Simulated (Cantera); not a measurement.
**Low-pressure radical oxidation in H2/O2**

An isothermal, constant-pressure homogeneous reactor starts with 11.2 % H₂, 65.8 % O₂, 23.0 % N₂, at 1250 K and 3.60 Torr.

Computed with Cantera and the H2/O2 subset of GRI-Mech 3.0, which has no nitrogen chemistry. Radical loss at walls, strong at low pressure, is not modelled. The temperature is held fixed by assumption; the heat of reaction is taken as removed at once.

| t (s) | x H₂ | x O₂ | x H₂O | x H | x O |
|---|---|---|---|---|---|
| 0.000500 | 0.112 | 0.658 | 5.80e-8 | 4.87e-8 | 3.95e-8 |
| 0.000998 | 0.112 | 0.658 | 7.29e-7 | 4.18e-7 | 3.71e-7 |
| 0.00199 | 0.112 | 0.658 | 5.02e-5 | 2.65e-5 | 2.38e-5 |
| 0.00398 | 0.0452 | 0.617 | 0.0489 | 0.0255 | 0.0232 |
| 0.00794 | 0.00421 | 0.584 | 0.0883 | 0.0318 | 0.0538 |
| 0.0158 | 0.00403 | 0.586 | 0.0897 | 0.0301 | 0.0521 |
| 0.0316 | 0.00381 | 0.590 | 0.0921 | 0.0270 | 0.0483 |
| 0.0631 | 0.00338 | 0.597 | 0.0962 | 0.0218 | 0.0415 |
| 0.126 | 0.00264 | 0.607 | 0.102 | 0.0142 | 0.0310 |
| 0.251 | 0.00160 | 0.620 | 0.110 | 0.00631 | 0.0179 |
| 0.502 | 0.000666 | 0.630 | 0.115 | 0.00164 | 0.00725 |
| 1.00 | 0.000199 | 0.635 | 0.117 | 0.000263 | 0.00214 |
| 2.00 | 5.24e-5 | 0.637 | 0.118 | 3.55e-5 | 0.000563 |
x: mole fraction; the columns are a selection and need not sum to one.

Equilibrium at this temperature and pressure: H₂ 7.43e-8, O₂ 0.638, H₂O 0.118, H 1.92e-9, O 8.03e-7 (gas phase only).
